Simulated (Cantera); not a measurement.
Input: 1 mol Si, 0.6 mol CO2, 2.9 mol H2, at 975 °C.

These are equilibrium values from Cantera (NASA tables, ideal gas, pure condensed phases), not measurements of a reactor. Candidate condensed phases: C, C6H6, C7H8, C8H18, H2O, Si, SiC, SiO2; 123 gas species. Mutual solubility and eutectic melting of coexisting phases are not modelled. The tables hold silica as quartz up to 1696 K and as liquid above; real silica turns to tridymite and cristobalite and melts near 1996 K. The numbers say what is thermodynamically allowed, not how fast it happens.

What share of the Si ends up in condensed phases as a function of P (Pa), at 0.100, 1.50, 22, 320, 4600, 68000, 1000000?


```json
[
 {"P (Pa)": "0.100", "Si condensed (%)": "20.0", "as": "SiC(s)"},
 {"P (Pa)": "1.50", "Si condensed (%)": "87.8", "as": "SiC(s) + SiO2(β-quartz)"},
 {"P (Pa)": "22", "Si condensed (%)": "99.7", "as": "SiC(s) + SiO2(β-quartz)"},
 {"P (Pa)": "320", "Si condensed (%)": "100.0", "as": "SiC(s) + SiO2(β-quartz)"},
 {"P (Pa)": "4600", "Si condensed (%)": "100.0", "as": "SiC(s) + SiO2(β-quartz)"},
 {"P (Pa)": "68000", "Si condensed (%)": "100.0", "as": "SiC(s) + SiO2(β-quartz)"},
 {"P (Pa)": "1000000", "Si condensed (%)": "100.0", "as": "SiC(s) + SiO2(β-quartz)"}
]
```
